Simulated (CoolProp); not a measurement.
Vapour-liquid equilibrium of CH2F2 (R32) (1) + R236FA (2) at 233.2 K; x and y are mole fractions of (1).

Computed with CoolProp (multi-fluid Helmholtz-energy mixture model, Tillner-Roth 1997 and Pan 2012; pair parameters Bell 2016).

```csv
x,"bubble pressure, mixture model (kPa)","bubble pressure, Raoult's law (kPa)","y, mixture model","y, Raoult's law"
0.05,23.21,22.84,0.395,0.389
0.125,36.36,35.08,0.641,0.634
0.2,49.64,47.31,0.757,0.752
0.275,62.77,59.55,0.824,0.821
0.35,75.59,71.78,0.867,0.867
0.425,88.00,84.02,0.897,0.899
0.5,100.0,96.25,0.920,0.924
0.575,111.7,108.5,0.937,0.942
0.65,123.1,120.7,0.952,0.957
0.725,134.5,133.0,0.964,0.970
0.8,145.9,145.2,0.975,0.980
0.875,157.5,157.4,0.985,0.988
0.95,169.5,169.7,0.994,0.996
```

The largest gap from Raoult's law is +5.4 % in bubble pressure, at x = 0.275. No azeotrope shows between x = 0.05 and 0.95.

Pair parameters are fitted to limited data, so mixtures are less certain than the pure fluids.
